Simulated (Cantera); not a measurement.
# Ignition delay

Mixture: 5.71 % C3H8, 19.0 % O2, 71.4 % N2, 3.88 % H2O, equivalence ratio 1.5, at 38.0 bar, adiabatic and at constant pressure. Ignition delay is the time to a rise of 400 K.

Cantera simulation using GRI-Mech 3.0 (53 species, 325 reactions); the numbers are that mechanism's predictions, not measurements. GRI-Mech 3.0 was tuned for natural gas; its chemistry of propane as a main component is partial and can be far from experiment. The pressure lies above the range GRI-Mech 3.0 was tuned for (to about 10 atm).

| T0 (K) | delay (ms) |
|---|---|
| 1198 | 0.606 |
| 1248 | 0.275 |
| 1298 | 0.129 |
| 1348 | 0.0629 |
| 1398 | 0.0320 |
| 1448 | 0.0171 |
| 1498 | 0.00969 |
| 1548 | 0.00577 |
| 1598 | 0.00362 |
| 1648 | 0.00239 |

```
Item                                                     Value
--------------------------------------------------  ----------
apparent activation energy between 1548 and 1648 K  190 kJ/mol
```
